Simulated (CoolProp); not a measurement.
Vapour-liquid equilibrium of nitrogen (1) + carbon monoxide (2) at -185.05 °C; x and y are mole fractions of (1).

The numbers come from the multi-fluid Helmholtz-energy mixture model, Span 2000 and Lemmon 2006; pair parameters Gernert 2013 in CoolProp.

Give the bubble pressure and the first vapour's composition at x = 0.65, 0.8, 0.95. Is there an azeotrope?

x = 0.65: 2.739 bar, y = 0.729; x = 0.8: 2.882 bar, y = 0.847; x = 0.95: 3.012 bar, y = 0.962. No azeotrope shows between x = 0.05 and 0.95.

Pair parameters are fitted to limited data, so mixtures are less certain than the pure fluids.
